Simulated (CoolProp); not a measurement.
Saturated liquid density (kg/m³) of tetradecamethylhexasiloxane (MD4M): the reference equation beside estimates from Tc = 653.2 K, pc = 8.286 bar, ω = 0.800. Rackett uses Z = 0.29056 − 0.08775 ω.

Model: reference Helmholtz-energy equation of state, Thol 2019, in CoolProp.

```csv
T (K),reference,Rackett,van der Waals,Redlich-Kwong,Soave-Redlich-Kwong
411.3,775.5,992.4,422.7,619.9,681.9
419.9,766.7,980.9,418.6,612.8,676.0
428.5,757.8,969.1,414.4,605.4,669.9
437.1,748.8,957.2,410.1,597.9,663.5
445.7,739.7,945.1,405.7,590.2,656.8
454.3,730.5,932.8,401.2,582.2,649.8
462.9,721.2,920.3,396.6,574.1,642.5
471.5,711.7,907.5,391.9,565.6,634.9
480.1,702.0,894.5,387.1,557.0,626.9
488.8,692.0,881.1,382.0,547.9,618.3
497.4,682.0,867.5,376.9,538.7,609.5
506,671.7,853.6,371.6,529.2,600.2
514.6,661.2,839.3,366.1,519.4,590.4
523.2,650.4,824.7,360.5,509.2,580.1
```

Absolute difference from the reference over all 14 rows, mean and median: Rackett 27.5 and 27.6 %, van der Waals 45.0 and 45.0 %, Redlich-Kwong 20.6 and 20.5 %, Soave-Redlich-Kwong 11.1 and 10.9 %.
